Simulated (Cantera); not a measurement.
Mixture: H2 : O2 : N2 = 1 : 0.455 : 2.18 (molar parts), equivalence ratio 1.1, at 1.01 bar, adiabatic and at constant volume. Ignition delay is the time to a rise of 400 K.

Detailed kinetics in Cantera: the H2/O2 subset of GRI-Mech 3.0, which has no nitrogen chemistry. Where the delays flatten at high temperature, the 400 K rule measures the pace of heat release, not the induction time.

**Question.** What does this change do: pressure from 1.01 bar to 0.620 bar?

**Answer.** 
| quantity | before | after |
|---|---|---|
| delay at 975 K | 0.816 ms | 0.536 ms |
| delay at 1175 K | 59.7 µs | 95.8 µs |
| delay at 1375 K | 25.1 µs | 44.1 µs |
| delay at 1575 K | 16.4 µs | 32.4 µs |
| delay at 1775 K | 15.0 µs | 33.3 µs |

**Question.** What does this change do: O2 0.455 to 0.16 parts?

**Answer.** 
| quantity | before | after |
|---|---|---|
| delay at 975 K | 0.816 ms | 1.81 ms |
| delay at 1175 K | 59.7 µs | 0.146 ms |
| delay at 1375 K | 25.1 µs | 78.1 µs |
| delay at 1575 K | 16.4 µs | 72.7 µs |
| delay at 1775 K | 15.0 µs | 87.1 µs |
